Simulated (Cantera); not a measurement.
A freely propagating, adiabatic, planar premixed flame of 17.1 % CO, 10.4 % H₂, 10.6 % O₂, 39.8 % N₂, 22.2 % CO₂, unburnt at 375 K and 1000000 Pa; multicomponent transport, grid criteria slope 0.08 and curve 0.16, no radiation.

Detailed kinetics in Cantera: GRI-Mech 3.0 (53 species, 325 reactions). The hydrogen kinetics of GRI-Mech 3.0 are dated; newer H2 mechanisms differ, most at raised pressure. Burning velocities carry a grid error of a few per cent, more on coarse grids.

x: mole fraction of selected species; z is measured from the peak of heat release.

```json
[
 {"z (mm)": "-0.225", "T (K)": "375", "u (m/s)": "0.229", "x CO": "0.171", "x H₂": "0.100", "x O₂": "0.106", "x H₂O₂": "6.67e-8", "x NO₂": "<1e-8", "x HO₂": "1.62e-8"},
 {"z (mm)": "-0.150", "T (K)": "378", "u (m/s)": "0.229", "x CO": "0.173", "x H₂": "0.0925", "x O₂": "0.107", "x H₂O₂": "1.37e-6", "x NO₂": "<1e-8", "x HO₂": "3.34e-7"},
 {"z (mm)": "-0.112", "T (K)": "389", "u (m/s)": "0.233", "x CO": "0.174", "x H₂": "0.0831", "x O₂": "0.107", "x H₂O₂": "6.80e-6", "x NO₂": "?", "x HO₂": "1.74e-6"},
 {"z (mm)": "-0.0749", "T (K)": "453", "u (m/s)": "0.267", "x CO": "0.174", "x H₂": "0.0653", "x O₂": "0.106", "x H₂O₂": "4.43e-5", "x NO₂": "?", "x HO₂": "1.52e-5"},
 {"z (mm)": "-0.0374", "T (K)": "771", "u (m/s)": "0.445", "x CO": "0.158", "x H₂": "0.0385", "x O₂": "0.0864", "x H₂O₂": "0.000209", "x NO₂": "?", "x HO₂": "0.000193"},
 {"z (mm)": "-0.0187", "T (K)": "1106", "u (m/s)": "0.629", "x CO": "0.136", "x H₂": "0.0244", "x O₂": "0.0626", "x H₂O₂": "0.000209", "x NO₂": "?", "x HO₂": "0.000404"},
 {"z (mm)": "0", "T (K)": "1441", "u (m/s)": "0.809", "x CO": "0.109", "x H₂": "0.0127", "x O₂": "0.0348", "x H₂O₂": "1.14e-5", "x NO₂": "?", "x HO₂": "0.000182"},
 {"z (mm)": "0.0187", "T (K)": "1633", "u (m/s)": "0.906", "x CO": "0.0891", "x H₂": "0.00699", "x O₂": "0.0170", "x H₂O₂": "1.89e-6", "x NO₂": "<1e-8", "x HO₂": "6.62e-5"},
 {"z (mm)": "0.0374", "T (K)": "1726", "u (m/s)": "0.952", "x CO": "0.0780", "x H₂": "0.00536", "x O₂": "0.00910", "x H₂O₂": "1.18e-6", "x NO₂": "<1e-8", "x HO₂": "2.97e-5"},
 {"z (mm)": "0.0749", "T (K)": "1801", "u (m/s)": "0.988", "x CO": "0.0692", "x H₂": "0.00477", "x O₂": "0.00377", "x H₂O₂": "6.09e-7", "x NO₂": "<1e-8", "x HO₂": "1.02e-5"},
 {"z (mm)": "0.150", "T (K)": "1844", "u (m/s)": "1.01", "x CO": "0.0648", "x H₂": "0.00455", "x O₂": "0.00123", "x H₂O₂": "2.48e-7", "x NO₂": "<1e-8", "x HO₂": "2.75e-6"},
 {"z (mm)": "0.299", "T (K)": "1861", "u (m/s)": "1.02", "x CO": "0.0632", "x H₂": "0.00445", "x O₂": "0.000318", "x H₂O₂": "7.68e-8", "x NO₂": "<1e-8", "x HO₂": "5.34e-7"},
 {"z (mm)": "0.599", "T (K)": "1867", "u (m/s)": "1.02", "x CO": "0.0627", "x H₂": "0.00442", "x O₂": "7.03e-5", "x H₂O₂": "1.77e-8", "x NO₂": "<1e-8", "x HO₂": "7.19e-8"}
]
```

Problem. Complete the blanks.

Solution. 
- -0.112, x NO₂: 1.14e-8
- -0.0749, x NO₂: 9.82e-8
- -0.0374, x NO₂: 5.18e-7
- -0.0187, x NO₂: 2.03e-7
- 0, x NO₂: 1.89e-8
